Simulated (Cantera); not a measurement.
Reactions in the system Cl-H-O-Sr

Standard-state values (1 bar) from the NASA 1993 polynomials, evaluated with Cantera. Values are per mole of reaction as written; species without (g) are pure solids or liquids, kept so even where they would boil at 1 bar.

Sr(OH)2 + Cl2(g) → H2O(g) + SrCl2 + O(g)

| T (K) | ΔH° (kJ) | ΔS° (J/K) | ΔG° (kJ) | log10 K |
|---|---|---|---|---|
| 2325 | 112.4 | 112.3 | -148.8 | 3.34 |
| 2375 | 111.5 | 112.0 | -154.4 | 3.40 |
| 2425 | 110.6 | 111.6 | -160.0 | 3.45 |
| 2475 | 109.8 | 111.2 | -165.5 | 3.49 |
| 2525 | 108.9 | 110.9 | -171.1 | 3.54 |
| 2575 | 108.0 | 110.6 | -176.6 | 3.58 |
| 2625 | 107.2 | 110.2 | -182.2 | 3.62 |
| 2675 | 106.3 | 109.9 | -187.7 | 3.66 |
| 2725 | 105.5 | 109.6 | -193.1 | 3.70 |
| 2775 | 104.7 | 109.3 | -198.6 | 3.74 |
